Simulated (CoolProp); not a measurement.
Benzene along the isotherm 596.8 K: Z from the reference equation and from simpler models built on Tc = 562.0 K, pc = 4.906 MPa, ω = 0.211; each cubic takes its own stable root.

Computed with CoolProp (reference Helmholtz-energy equation of state, Thol 2012).

```json
[
 {"p (MPa)": "2.23", "phase": "gas", "reference": "0.8618"},
 {"p (MPa)": "4.46", "phase": "gas", "reference": "0.6840"},
 {"p (MPa)": "6.69", "phase": "supercritical", "reference": "0.4141"},
 {"p (MPa)": "8.92", "phase": "supercritical", "reference": "0.3296"},
 {"p (MPa)": "11.2", "phase": "supercritical", "reference": "0.3673"},
 {"p (MPa)": "13.4", "phase": "supercritical", "reference": "0.4135"},
 {"p (MPa)": "15.6", "phase": "supercritical", "reference": "0.4618"},
 {"p (MPa)": "17.8", "phase": "supercritical", "reference": "0.5106"},
 {"p (MPa)": "20.1", "phase": "supercritical", "reference": "0.5616"},
 {"p (MPa)": "22.3", "phase": "supercritical", "reference": "0.6100"},
 {"p (MPa)": "24.5", "phase": "supercritical", "reference": "0.6581"}
]
```

How far does each simpler model (van der Waals, Redlich-Kwong, Peng-Robinson) lie from the reference over these 11 states: mean and median of the absolute difference, and the worst?


- van der Waals: mean 24.4 %, median 33.0 %, worst +34.0 % at 596.8 K and 24.5 MPa
- Redlich-Kwong: mean 7.9 %, median 8.9 %, worst +14.1 % at 596.8 K and 8.92 MPa
- Peng-Robinson: mean 3.1 %, median 2.3 %, worst +10.0 % at 596.8 K and 8.92 MPa
